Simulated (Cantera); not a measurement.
An isothermal, constant-pressure homogeneous reactor starts with H2 : O2 : N2 = 0.38 : 1 : 8.3 (molar parts), at 1248 K and 0.132 atm.

Detailed kinetics in Cantera: GRI-Mech 3.0 (53 species, 325 reactions). The temperature is held fixed by assumption; the heat of reaction is taken as removed at once.

One state of this run: x H2 = 6.25e-7; x O2 = 0.0853; x NO = 3.41e-6; x H2O2 = 5.54e-9; x H = 4.66e-8. x: mole fraction; the columns are a selection and need not sum to one.

**Question.** Which value of t (s) does it belong to?
A. 0.00632
B. 6.32
C. 0.0200
D. 0.200

**Answer.** D, 0.200
